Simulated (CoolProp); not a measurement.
Vapour-liquid equilibrium of cis-2-butene (1) + acetone (2) at 272.3 K; x and y are mole fractions of (1).

The numbers come from the multi-fluid Helmholtz-energy mixture model, Lemmon 2005 and Lemmon 2006; pair parameters Bell 2016 in CoolProp.

Problem. Give the bubble pressure and the first vapour's composition at x = 0.2, 0.35, 0.95. Is there an azeotrope?

Solution. x = 0.2: 0.04784 MPa, y = 0.841; x = 0.35: 0.06210 MPa, y = 0.889; x = 0.95: 0.08276 MPa, y = 0.977. No azeotrope shows between x = 0.05 and 0.95.

Pair parameters are fitted to limited data, so mixtures are less certain than the pure fluids. With so large a gap from Raoult's law the liquid may split in two, which this calculation doesn't test in full.
